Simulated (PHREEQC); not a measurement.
KOH is added in steps, without added water, to 1 kg of water holding 0.0066 mol/kgw Al2(SO4)3, at 30 °C. Oxygen is held at 0.21 atm. CO2 from the air is kept out. No solid was allowed to form.

Base run: PHREEQC, ion-association model, wateq4f.dat. Each further column changes one thing. The table gives Al(OH)2+ (mol/kgw).

```tsv
KOH added (mol)	base	metal-ligand complexes left out	database phreeqc.dat	Debye-Hückel limiting law	all activity coefficients set to 1
0	1.08e-5	1.23e-5	1.08e-5	9.16e-6	1.46e-5
0.00475	0.00155	0.000894	0.00155	0.00141	0.00181
0.01188	0.00425	0.00358	0.00425	0.00407	0.00433
0.01663	0.00567	0.00568	0.00567	0.00552	0.00544
0.02375	0.00680	0.00812	0.00680	0.00671	0.00618
0.0285	0.00679	0.00823	0.00679	0.00672	0.00611
0.03325	0.00620	[?]	0.00620	0.00614	0.00562
0.04038	0.00442	0.00479	0.00442	0.00438	0.00411
0.04512	0.00280	0.00291	0.00280	0.00278	0.00263
0.05225	0.000117	0.000118	0.000117	0.000124	[?]
0.057	5.88e-13	[?]	6.05e-13	6.95e-13	3.67e-13
```

Fill in the missing entries.


- 0.03325, metal-ligand complexes left out: 0.00723
- 0.05225, all activity coefficients set to 1: 9.61e-5
- 0.057, metal-ligand complexes left out: 5.96e-13

In at least one series the solution becomes supersaturated in solids that the run did not let form, among them Al(OH)3(a), Basaluminite. phreeqc.dat and wateq4f.dat share most of their constants, so their agreement is no independent check.
